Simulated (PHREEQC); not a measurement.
# Brackish or sea water (model solution)

Model water analysis in mg/kgw, 20 °C, pH 7.95, pe 9.6:

```
constituent         mg/kgw
------------------  ------
Na                    6450
K                     2780
Ca                    29.1
Mg                     513
Cl                   12200
S(6) as SO4           1160
Alkalinity as HCO3    1220
Cu(2)                 3.15
```

Valence states are taken as typed.

Equilibrium calculation in PHREEQC: ion-association model, wateq4f.dat.

```
Item                         Result
--------------------  -------------
ionic strength        0.409 mol/kgw
activity of water             0.987
charge-balance error          0.9 %
```

```tsv
species	molality	activity	log γ
Cl-	0.344	0.227	-0.180
Na+	0.277	0.198	-0.145
K+	0.0704	0.0465	-0.180
Mg+2	0.0181	0.00548	-0.519
HCO3-	0.0165	0.0116	-0.152
SO4-2	0.00737	0.00166	-0.648
NaSO4-	0.00226	0.00159	-0.152
MgSO4	0.00170	0.00187	0.041
NaHCO3	0.00118	0.00129	0.041
```

Precipitation was switched off in this run. Examples of supersaturated solids here: Malachite, Atacamite. Others may be too. Complexes and solids missing from the database can't appear. The database's constant for dissolved Cu(OH)2 is higher than later reviews accept.
